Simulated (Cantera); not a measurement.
Input: 1 mol Si3N4, 0.15 mol C, 4.5 mol N2, at 1800 K and 14000 Pa.

Equilibrium computed with Cantera from the NASA thermochemical tables; the gas is ideal and each condensed phase is pure. Candidate condensed phases: C, Si, SiC, Si3N4; 20 gas species. Mutual solubility and eutectic melting of coexisting phases are not modelled. Equilibrium is a limit: real reactors are often held back by kinetics, nucleation or transport.

Base state: N2 1.000 (mole fractions); condensed: SiC(s) + Si3N4(s).

Task: What changes in the equilibrium state with this change: 0.4 mol CH4 added?

Result: 
```
species        before     after
-------------  ------  --------
N2              1.000     0.858
H2                  0     0.141
H                   0  0.000359
HCN                 0  0.000294
HNC                 0   1.11e-5
SiC(s), mol     0.150     0.548
Si3N4(s), mol   0.950     0.817
```
Further candidate phases: C6H6, C7H8, C8H18.
